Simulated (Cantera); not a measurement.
Feed: 1 mol SF6, 0.32 mol O2, a varied amount of H2, equilibrated at 2275 K and 100 Torr.

Cantera equilibrium calculation (NASA polynomials, part measured and part estimated; ideal gas, pure solids and liquids). Candidate condensed phases: H2O, H2SO4, S; 43 gas species. The tables' values for SOF2, S2F2 (SSF2), SF3, FS2F (FSSF) are old estimates; treat these amounts as uncertain. The numbers say what is thermodynamically allowed, not how fast it happens.

Q: At 1.7 mol H2, list the 7 most abundant gas species with their mole fractions, and the condensed phases.

A: HF 0.566, F 0.276, SF2 0.0599, SO2 0.0394, SO 0.0219, SF 0.0175, S2 0.00652. Condensed: gas only.
